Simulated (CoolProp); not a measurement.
Properties of ethanol at several states.

Computed with CoolProp (reference Helmholtz-energy equation of state, Schroeder 2014).

| T (K) | p (kPa) | phase | Prandtl number | fugacity coefficient |
|---|---|---|---|---|
| 343.5 | 35.4 | gas | 0.832 | 0.9877 |
| 330.7 | 5870 | liquid | 10.7 | 0.007964 |
| 519 | 22300 | supercritical | 2.73 | 0.2850 |
| 417.5 | 75.3 | gas | 0.822 | 0.9900 |
| 522.8 | 302 | gas | 0.819 | 0.9868 |

Viscosity comes from a separate model (Kiselev 2005). Thermal conductivity comes from a separate model (Assael 2013).
